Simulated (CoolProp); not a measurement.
Dimethyl carbonate at 332.71 K and 0.00431 MPa is throttled through a valve to 0.00202 MPa with no heat exchange. Each further row changes one setting.

Values from CoolProp's reference Helmholtz-energy equation of state, Zhou 2011.

```csv
case,final density (kg/m³)
as stated,?
outlet pressure 0.000606 MPa,?
outlet pressure 0.00263 MPa,?
```

Task: Fill in the missing entries.

Result: 
- as stated, final density (kg/m³): 0.0658
- outlet pressure 0.000606 MPa, final density (kg/m³): 0.0197
- outlet pressure 0.00263 MPa, final density (kg/m³): 0.0857
